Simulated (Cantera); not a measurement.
## Adiabatic ignition

An adiabatic, constant-volume homogeneous reactor starts with 5.52 % CH4, 7.18 % CO, 18.3 % O2, 69.0 % N2, equivalence ratio 0.80, at 1350 K and 12.0 bar.

Detailed kinetics in Cantera: GRI-Mech 3.0 (53 species, 325 reactions). The pressure lies above the range GRI-Mech 3.0 was tuned for (to about 10 atm).

```
t (s)     T (K)  P (bar)   x CH4    x CO    x O2     x OH    x CH2O
--------  -----  -------  ------  ------  ------  -------  --------
4.00e-6    1350     12.0  0.0552  0.0718   0.183  6.99e-9   5.54e-8
7.86e-6    1350     12.0  0.0552  0.0718   0.183  1.03e-8   2.38e-7
1.54e-5    1350     12.0  0.0552  0.0718   0.183  1.66e-8   1.05e-6
3.03e-5    1350     12.0  0.0552  0.0718   0.183  3.00e-8   4.69e-6
5.95e-5    1350     12.0  0.0552  0.0718   0.183  5.55e-8   2.00e-5
0.000117   1351     12.0  0.0551  0.0717   0.183  8.44e-8   6.83e-5
0.000230   1354     12.0  0.0547  0.0717   0.182  1.30e-7  0.000186
0.000451   1364     12.1  0.0536  0.0716   0.182  3.18e-7  0.000504
0.000886   2958     25.9  <1e-12  0.0282  0.0403   0.0142   1.13e-9
0.00174    2953     25.9  <1e-12  0.0281  0.0388   0.0140   1.13e-9
0.00342    2953     25.9  <1e-12  0.0281  0.0388   0.0140   1.13e-9
0.00672    2953     25.9  <1e-12  0.0281  0.0388   0.0140   1.13e-9
0.0132     2953     25.9  <1e-12  0.0281  0.0388   0.0140   1.13e-9
0.0259     2953     25.9  <1e-12  0.0281  0.0388   0.0140   1.13e-9
0.0509     2953     25.9  <1e-12  0.0281  0.0388   0.0140   1.13e-9
0.100      2953     25.9  <1e-12  0.0281  0.0388   0.0140   1.13e-9
```
x: mole fraction; the columns are a selection and need not sum to one.

```json
{
  "time_of_steepest_temperature_rise": "0.769 ms",
  "temperature at 0.100 s": "2953 K",
  "equilibrium_temperature": "2953 K",
  "x(CH4) at 0.100 s": "<1e-12 (gas-phase equilibrium <1e-12)",
  "x(CO) at 0.100 s": "0.0281 (gas-phase equilibrium 0.0281)",
  "x(O2) at 0.100 s": "0.0388 (gas-phase equilibrium 0.0388)"
}
```
